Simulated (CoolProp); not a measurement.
The fluid at 293.15 K and 6.75 MPa (liquid) is heated at constant pressure to 306.4 K. The same conditions are run with several fluids, on thermodynamics alone (safety and materials aside).

Values from CoolProp's reference Helmholtz-energy equation of state of each fluid (CH3F (R41): Lemmon 2006; R143a: Lemmon and Jacobsen 2000; n-pentane: Thol 2019; dimethyl carbonate: Zhou 2011; R114: Platzer 1990). The equations of Platzer and Polt are older, rougher fits.

Question: Rank CH3F (R41), R143a, n-pentane, dimethyl carbonate, R114 by heat (kJ/kg), highest first.

Answer: CH3F (R41) (40.3), n-pentane (30.5), dimethyl carbonate (24.2), R143a (20.4), R114 (12.9)

```tsv
fluid	final density (kg/m³)
CH3F (R41)	569
R143a	946
n-pentane	622
dimethyl carbonate	1060
R114	1460
```
